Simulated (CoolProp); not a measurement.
Vapour-liquid equilibrium of dimethyl ether (1) + n-perfluorobutane (2) at 327.8 K; x and y are mole fractions of (1).

The numbers come from the multi-fluid Helmholtz-energy mixture model, Wu 2011 and Gao 2022; pair parameters Bell 2016 in CoolProp.

Q: Give the bubble pressure and the first vapour's composition at x = 0.05, 0.65, 0.8. Is there an azeotrope?

A: x = 0.05: 754.5 kPa, y = 0.174; x = 0.65: 1494 kPa, y = 0.707; x = 0.8: 1496 kPa, y = 0.764. y crosses x between x = 0.65 and 0.8: the model has an azeotrope there.

The pair parameters rest on a limited set of measurements; away from them the model extrapolates. With so large a gap from Raoult's law the liquid may split in two, which this calculation doesn't test in full.
